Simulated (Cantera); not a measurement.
What does this Cantera script print?

```python
import numpy as np
import cantera as ct

gas_names = """
    H HO2 H2 H2O H2O2 Hg O OH O2 O3
""".split()
cond_names = """
    H2O(s) H2O(L) Hg(cr) Hg(L) HgO(s)
""".split()


def load(file, names, dense=False):
    # The tables refer to 1 bar. Condensed volumes are neglected.
    table = {s.name: s for s in ct.Species.list_from_file(file)}
    out = []
    for n in names:
        d = dict(table[n].input_data)
        d["thermo"] = dict(d["thermo"], **{"reference-pressure": 1e5})
        if dense:
            d["equation-of-state"] = {"model": "constant-volume", "density": "1e6 g/cm^3"}
        out.append(ct.Species.from_dict(d))
    return out


gas = ct.Solution(thermo="ideal-gas", species=load("nasa_gas.yaml", gas_names))
cond = {s.name: ct.Solution(thermo="fixed-stoichiometry", species=[s], name=s.name)
        for s in load("nasa_condensed.yaml", cond_names, dense=True)}
atoms = {
    'Hg': {'Hg': 1},
    'O2': {'O': 2},
    'H2': {'H': 2},
}
top_T = {}  # K; cautious upper limits of use, not melting points


def equilibrate(T, P, feed):
    n = {}
    for name, mol in feed.items():
        for a, k in atoms[name].items():
            n[a] = n.get(a, 0.0) + k * mol
    gas.TPX = T, P, n
    mass = sum(n.values()) * gas.mean_molecular_weight
    gas.equilibrate("TP")
    valid = [c for c in cond.values() if c.min_temp <= T <= top_T.get(c.name, c.max_temp)]
    mix = ct.Mixture([(gas, mass / gas.mean_molecular_weight)] + [(c, 0.0) for c in valid])
    mix.T, mix.P = T, P
    mix.equilibrate("TP", solver="vcs", rtol=1e-11, max_steps=5000)
    return mix


results = []
feed = {'Hg': 1, 'O2': 0.13, 'H2': 0.14}  # mol
P = 65000  # Pa
for T in [598, 673, 748, 823, 898, 973, 1048, 1123, 1198, 1273]:
    mix = equilibrate(T, P, feed)
    results.append((T, P, feed, dict(zip(mix.species_names, mix.species_moles))))

top = {s: max(r[3][s] / sum(r[3][g] for g in gas_names) for r in results) for s in gas_names}
cols = sorted((s for s in top if top[s] > 0.0001), key=lambda s: -top[s])[:7]
seen = [c for c in cond_names if any(r[3].get(c, 0) > 1e-12 for r in results)]
print("log10 of partial pressures in bar; condensed amounts in mol")
print(f"{'T/K':>10s}" + "".join(f"{s[:9]:>10s}" for s in cols + seen))
for T, P, feed, n in results:
    ng = sum(n[g] for g in gas_names)
    print(f"{T:10.4g}" + "".join(f"{np.log10(max(n[s] / ng * P / 1e5, 1e-99)):10.3f}" for s in cols)
          + "".join(f"{n.get(c, 0):10.4g}" for c in seen))
```

Result:

```
log10 of partial pressures in bar; condensed amounts in mol
       T/K        Hg       H2O        O2     Hg(L)    HgO(s)
       598    -0.262    -0.988    -4.646    0.1346    0.1199
       673    -0.259    -1.084    -1.781         0   0.06374
       748    -0.266    -1.120    -1.488         0         0
       823    -0.266    -1.120    -1.488         0         0
       898    -0.266    -1.120    -1.488         0         0
       973    -0.266    -1.120    -1.488         0         0
      1048    -0.266    -1.120    -1.488         0         0
      1123    -0.266    -1.120    -1.488         0         0
      1198    -0.266    -1.120    -1.488         0         0
      1273    -0.266    -1.120    -1.488         0         0
```

Method: chemical equilibrium by Gibbs-energy minimisation in Cantera with the NASA 1993 tables (ideal gas, pure condensed phases).
